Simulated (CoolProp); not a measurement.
A single-stage vapour-compression cycle with the fluid: evaporating at 211.15 K (dew point), condensing at 275.15 K (bubble point), superheat 2 K, subcooling 0 K, compressor efficiency 0.85, no pressure losses. The same conditions are run with several fluids, on thermodynamics alone (safety and materials aside).

Values from CoolProp's reference Helmholtz-energy equation of state of each fluid (fluoroethane (R161): Wu 2012; R507A: Lemmon 2003; R410A: Lemmon 2003; R13: Platzer 1990; nitrous oxide: Lemmon 2006; dimethyl ether: Wu 2011). The equations of Platzer and Polt are older, rougher fits. Blends and air are pseudo-pure fits.

```tsv
fluid	cooling COP	pressure ratio	discharge temperature (K)	refrigerating effect (kJ/kg)	volumetric capacity (kJ/m³)
fluoroethane (R161)	(withheld)	16.5	345.2	324	252
R507A	2.01	(withheld)	303.1	125	328
R410A	2.08	(withheld)	(withheld)	192	463
R13	1.71	(withheld)	306.4	73.0	1200
nitrous oxide	1.85	(withheld)	366.6	(withheld)	2310
dimethyl ether	2.21	20.0	337.9	(withheld)	137
```

Task: Some entries are withheld; supply them.

Result: 
- fluoroethane (R161), cooling COP: 2.17
- R507A, pressure ratio: 14.6
- R410A, pressure ratio: 14.9
- R410A, discharge temperature (K): 341.1
- R13, pressure ratio: 8.06
- nitrous oxide, pressure ratio: 8.34
- nitrous oxide, refrigerating effect (kJ/kg): 220
- dimethyl ether, refrigerating effect (kJ/kg): 365
